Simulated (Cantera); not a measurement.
A freely propagating, adiabatic, planar premixed flame of CO : H2 : CH4 : O2 : N2 = 1 : 0.11 : 0.87 : 1.64 : 5.9 (molar parts), equivalence ratio 1.4, unburnt at 648 K and 240000 Pa; mixture-averaged transport, grid criteria slope 0.08 and curve 0.16, no radiation.

Detailed kinetics in Cantera: GRI-Mech 3.0 (53 species, 325 reactions). Burning velocities carry a grid error of a few per cent, more on coarse grids.

Predict: laminar burning velocity; thermal thickness; peak x(HO2); peak x(HCO); peak x(CH3).


| Item | Value |
|---|---|
| laminar burning velocity | 142 cm/s |
| thermal thickness | 0.136 mm |
| peak x(HO2) | 0.000197 |
| peak x(HCO) | 6.48e-5 |
| peak x(CH3) | 0.00362 |
